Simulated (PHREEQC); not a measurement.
**Polishing slurry liquid**

Make-up at 20 °C: 0.46 mol HNO3, 0.0006 mol Fe(NO3)3 and 0.037 mol KH2PO4 per kg of water. It is in equilibrium with CO2 at log p = -3.4 (atm). Otherwise closed; pH follows from the charge balance.

Model: ion-association model, wateq4f.dat, run in PHREEQC.

Each row changes one thing in this solution. No solid was allowed to form.

```csv
case,pH,ionic strength (mol/kgw),H3PO4 (mol/kgw),H2PO4- (mol/kgw),Fe+3 (mol/kgw),FeOH+2 (mol/kgw),SI of Strengite (FePO4:2H2O),SI of Goethite (FeOOH)
as made,0.49,0.464,0.0352,0.00124,6.48e-6,3.91e-8,-1.56,-3.95
HNO3 from 0.46 to 0.092 mol/kgw,1.29,0.100,0.0307,0.00567,1.07e-6,4.80e-8,+0.29,-2.01
KH2PO4 from 0.037 to 0.074 mol/kgw,0.52,0.465,0.0707,0.00272,2.97e-6,1.95e-8,-1.48,-4.18
0.66 mol/kgw Na2SO4 added,1.06,1.50,0.0308,0.00561,1.50e-6,3.23e-8,-0.64,-3.08
diluted 100-fold with water,2.38,0.00486,0.000128,0.000237,1.33e-7,1.11e-7,+0.73,+0.82
HNO3 from 0.46 to 0.23 mol/kgw,0.81,0.235,0.0341,0.00227,3.18e-6,4.22e-8,-0.81,-3.17
temperature from 20 to 90 °C,0.50,0.463,0.0357,0.000682,1.36e-5,2.39e-6,-0.68,-1.64
```

The ionic strength passes 0.7 mol/kgw, the rough limit of the ion-association models, in 0.66 mol/kgw Na2SO4 added. Some of these states are supersaturated (in Strengite, Hematite (slow to form), for instance). H3PO4, which wateq4f.dat lacks, is added to it with the constant of phreeqc.dat. Constants without temperature data keep their 25 °C values here.
